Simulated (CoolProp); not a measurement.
R1234ze(Z) along the isobar 18100 kPa: Z from the reference equation and from simpler models built on Tc = 150.1 °C, pc = 3531 kPa, ω = 0.327; each cubic takes its own stable root.

Values from CoolProp's reference Helmholtz-energy equation of state, Akasaka 2019.

```json
[
 {"T (°C)": "38.55", "phase": "liquid", "reference": "0.6382"},
 {"T (°C)": "50.25", "phase": "liquid", "reference": "0.6281"},
 {"T (°C)": "61.85", "phase": "liquid", "reference": "0.6196"},
 {"T (°C)": "73.55", "phase": "liquid", "reference": "0.6125"},
 {"T (°C)": "85.25", "phase": "liquid", "reference": "0.6068"},
 {"T (°C)": "96.85", "phase": "liquid", "reference": "0.6025"},
 {"T (°C)": "108.55", "phase": "liquid", "reference": "0.5996"},
 {"T (°C)": "120.15", "phase": "liquid", "reference": "0.5980"},
 {"T (°C)": "131.85", "phase": "liquid", "reference": "0.5979"},
 {"T (°C)": "143.55", "phase": "liquid", "reference": "0.5993"},
 {"T (°C)": "155.15", "phase": "supercritical", "reference": "0.6022"},
 {"T (°C)": "166.85", "phase": "supercritical", "reference": "0.6067"}
]
```

Problem. How far does each simpler model (van der Waals, Redlich-Kwong, Soave-Redlich-Kwong, Peng-Robinson) lie from the reference over these 12 states: mean and median of the absolute difference, and the worst?

Solution. 
- van der Waals: mean 62.6 %, median 63.4 %, worst +73.0 % at 38.55 °C and 18100 kPa
- Redlich-Kwong: mean 22.1 %, median 22.5 %, worst +24.4 % at 38.55 °C and 18100 kPa
- Soave-Redlich-Kwong: mean 20.3 %, median 20.1 %, worst +20.9 % at 38.55 °C and 18100 kPa
- Peng-Robinson: mean 7.5 %, median 7.4 %, worst +8.3 % at 166.85 °C and 18100 kPa
